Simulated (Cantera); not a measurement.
Standard-state values (1 bar) from the NASA 1993 polynomials, evaluated with Cantera. Values are per mole of reaction as written; species without (g) are pure solids or liquids, kept so even where they would boil at 1 bar.

2 Cl(g) + PbO(g) ⇌ PbCl2 + O(g)

| T (K) | ΔH° (kJ) | ΔS° (J/K) | ΔG° (kJ) | log10 K |
|---|---|---|---|---|
| 1073 | ___ | ___ | ___ | ___ |
| 1173 | -369.1 | -200.7 | -133.7 | 5.95 |
| 1273 | -363.9 | -196.5 | -113.8 | 4.67 |
| 1373 | ___ | ___ | ___ | ___ |
| 1473 | ___ | ___ | ___ | ___ |

**Question.** Complete the blanks.

**Answer.** 
- 1073, ΔH° (kJ): -374.2
- 1073, ΔS° (J/K): -205.2
- 1073, ΔG° (kJ): -154.0
- 1073, log10 K: 7.50
- 1373, ΔH° (kJ): -358.8
- 1373, ΔS° (J/K): -192.6
- 1373, ΔG° (kJ): -94.4
- 1373, log10 K: 3.59
- 1473, ΔH° (kJ): -353.7
- 1473, ΔS° (J/K): -189.0
- 1473, ΔG° (kJ): -75.3
- 1473, log10 K: 2.67
